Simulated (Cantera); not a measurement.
Feed: 1 mol Ca(OH)2, 0.2 mol H2O, 0.24 mol CO2, held at 1700 °C and 0.133 bar.

Cantera equilibrium calculation (NASA polynomials, part measured and part estimated; ideal gas, pure solids and liquids). Candidate condensed phases: C, C6H6, C7H8, C8H18, Ca, CaCO3, CaO, Ca(OH)2, H2O; 115 gas species. Equilibrium is a limit: real reactors are often held back by kinetics, nucleation or transport.

Base state: H2O 0.818, CO2 0.159, H2 0.00697, CO 0.00609, O2 0.00569, OH 0.00344, H 0.000309, O 0.000112 (mole fractions); condensed: CaO(s).

### Question
What changes in the equilibrium state with this change: CO2 from 0.24 to 0.082 mol?

### Answer
```
species        before     after
-----------  --------  --------
H2O             0.818     0.919
CO2             0.159    0.0610
H2            0.00697   0.00859
CO            0.00609   0.00256
Ca(OH)2       6.75e-5   7.59e-5
O2            0.00569   0.00474
H            0.000309  0.000343
O            0.000112  0.000102
OH            0.00344   0.00348
CaO(s), mol     1.000     1.000
```
